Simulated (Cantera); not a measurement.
**Thermodynamics of silicon carbide growth, feed CH₃SiH₃ + C₂H₂ + H₂**

Feed: 1 mol CH₃SiH₃, 0.11 mol C₂H₂, 4.2 mol H₂, at 10000 Pa.

Method: chemical equilibrium by Gibbs-energy minimisation in Cantera with the NASA 1993 tables (ideal gas, pure condensed phases). Candidate condensed phases: C, C₆H₆, C₇H₈, C₈H₁₈, Si, SiC; 87 gas species. The feed counts by its element totals alone. Rates play no part.

| T (K) | x H₂ | x CH₄ | x H | x C₂H₂ (acetylene) | n C(graphite) | n SiC(s) |
|---|---|---|---|---|---|---|
| 973 | 0.987 | 0.0125 | 3.40e-9 | 5.32e-10 | 0.130 | 1.00 |
| 1073 | 0.995 | 0.00455 | 4.42e-8 | 7.15e-9 | 0.187 | 1.00 |
| 1173 | 0.998 | 0.00194 | 3.72e-7 | 6.11e-8 | 0.206 | 1.00 |
| 1273 | 0.999 | 0.000938 | 2.25e-6 | 3.71e-7 | 0.213 | 1.00 |
| 1373 | 0.999 | 0.000503 | 1.05e-5 | 1.73e-6 | 0.216 | 1.00 |
| 1473 | 1.000 | 0.000293 | 4.00e-5 | 6.50e-6 | 0.218 | 1.00 |
| 1573 | 1.000 | 0.000183 | 0.000129 | 2.06e-5 | 0.218 | 1.00 |
| 1673 | 0.999 | 0.000121 | 0.000360 | 5.69e-5 | 0.218 | 1.000 |
| 1773 | 0.999 | 8.41e-5 | 0.000899 | 0.000140 | 0.217 | 1.000 |
| 1873 | 0.998 | 6.07e-5 | 0.00204 | 0.000311 | 0.215 | 1.000 |
| 1973 | 0.995 | 4.52e-5 | 0.00426 | 0.000637 | 0.210 | 1.000 |
x: gas mole fraction; n: condensed amount in mol.

From 973 K to 1973 K the condensed part is C(graphite) + SiC(s).
